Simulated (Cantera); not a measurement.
Cantera run:

```python
import numpy as np
import cantera as ct

gas_names = [...]  # 123 gases of nasa_gas.yaml made of C, H, O, Si
cond_names = """
    C(gr) C6H6(L) C7H8(L) C8H18(L),n-octa H2O(s) H2O(L) Si(cr) Si(L) SiC(b) SiO2(Lqz) SiO2(hqz) SiO2(L)
""".split()


# ... load() reads the species with a 1 bar reference pressure and builds the phases ...
atoms = {
    'HMDSO': {'Si': 2, 'C': 6, 'H': 18, 'O': 1},
    'O3': {'O': 3},
    'H2': {'H': 2},
    'O2': {'O': 2},
}
top_T = {'C(gr)': 4500, 'SiC(b)': 3050}  # K; cautious upper limits of use, not melting points


# ... equilibrate(T, P, feed) seeds the gas with the atoms and calls Mixture.equilibrate('TP', solver="vcs", rtol=1e-11, max_steps=5000) ...
results = []
feed = {'HMDSO': 1, 'O3': 1, 'H2': 0.63, 'O2': 2.1}  # mol
T = 1075  # K
P = 18000  # Pa
mix = equilibrate(T, P, feed)
results.append((T, P, feed, dict(zip(mix.species_names, mix.species_moles))))
print(gas.report(threshold=1e-06))
for i in range(1, mix.n_phases):
    print(f"{mix.phase(i).name:16s} {mix.phase_moles(i):12.5e} mol")
```

It prints:

```
       temperature   1075 K
          pressure   18000 Pa
           density   0.0201 kg/m^3
  mean mol. weight   9.9807 kg/kmol
   phase of matter   gas

                          1 kg             1 kmol
                     ---------------   ---------------
          enthalpy       -1.1757e+06       -1.1734e+07  J
   internal energy       -2.0712e+06       -2.0672e+07  J
           entropy             21000         2.096e+05  J/K
    Gibbs function       -2.3751e+07       -2.3705e+08  J
 heat capacity c_p            3176.2             31701  J/K
 heat capacity c_v            2343.1             23386  J/K

                      mass frac. Y      mole frac. X     chem. pot. / RT
                     ---------------   ---------------   ---------------
               CH4         0.0062364         0.0038798           -41.173
                CO           0.83609           0.29792           -41.085
               CO2         0.0095745         0.0021714           -80.541
                H2           0.13964           0.69134           -19.772
               H2O         0.0084567         0.0046852           -59.229
     [ +118 minor]        3.0039e-07        1.3412e-07

C(gr)             1.84073e+00 mol
Si(cr)            0.00000e+00 mol
SiC(b)            0.00000e+00 mol
SiO2(hqz)         2.00000e+00 mol
```

Equilibrium computed with Cantera from the NASA thermochemical tables; the gas is ideal and each condensed phase is pure. The feed counts by its element totals alone.
